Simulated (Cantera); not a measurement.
Cantera run:

```python
import numpy as np
import cantera as ct

gas_names = [...]  # 87 gases of nasa_gas.yaml made of C, H, Si
cond_names = """
    C(gr) C6H6(L) C7H8(L) C8H18(L),n-octa Si(cr) Si(L) SiC(b)
""".split()


# ... load() reads the species with a 1 bar reference pressure and builds the phases ...
atoms = {
    'CH3SiH3': {'C': 1, 'H': 6, 'Si': 1},
    'CH4': {'C': 1, 'H': 4},
    'H2': {'H': 2},
}
top_T = {'C(gr)': 4500, 'SiC(b)': 3050}  # K; cautious upper limits of use, not melting points


# ... equilibrate(T, P, feed) seeds the gas with the atoms and calls Mixture.equilibrate('TP', solver="vcs", rtol=1e-11, max_steps=5000) ...
results = []
T = 2373.15  # K
P = 1333.22  # Pa
for m in [130, 180, 240, 330, 440, 590, 800, 1100, 1500, 2000]:
    feed = {'CH3SiH3': 1, 'CH4': 0.3, 'H2': m}  # mol
    mix = equilibrate(T, P, feed)
    results.append((T, P, feed, dict(zip(mix.species_names, mix.species_moles))))

top = {s: max(r[3][s] / sum(r[3][g] for g in gas_names) for r in results) for s in gas_names}
cols = sorted((s for s in top if top[s] > 1e-06), key=lambda s: -top[s])[:5]
seen = [c for c in cond_names if any(r[3].get(c, 0) > 1e-12 for r in results)]
print("log10 of partial pressures in bar; condensed amounts in mol")
print(f"{'n(H2)':>10s}" + "".join(f"{s[:9]:>10s}" for s in cols + seen))
for T, P, feed, n in results:
    ng = sum(n[g] for g in gas_names)
    print(f"{feed['H2']:10.4g}" + "".join(f"{np.log10(max(n[s] / ng * P / 1e5, 1e-99)):10.3f}" for s in cols)
          + "".join(f"{n.get(c, 0):10.4g}" for c in seen))
```

Result:

```
log10 of partial pressures in bar; condensed amounts in mol
     n(H2)        H2         H        Si C2H2,acet      SiC2
       130    -1.933    -2.821    -4.111    -4.303    -5.024
       180    -1.931    -2.820    -4.232    -4.421    -5.264
       240    -1.930    -2.820    -4.343    -4.529    -5.485
       330    -1.930    -2.819    -4.469    -4.653    -5.736
       440    -1.929    -2.819    -4.586    -4.768    -5.968
       590    -1.929    -2.819    -4.707    -4.888    -6.209
       800    -1.929    -2.819    -4.834    -5.014    -6.463
      1100    -1.928    -2.819    -4.969    -5.147    -6.731
      1500    -1.928    -2.819    -5.101    -5.279    -6.994
      2000    -1.928    -2.819    -5.224    -5.401    -7.240
```

Method: chemical equilibrium by Gibbs-energy minimisation in Cantera with the NASA 1993 tables (ideal gas, pure condensed phases). The feed counts by its element totals alone. Gases not in the tables: Si2H6 and higher silanes.
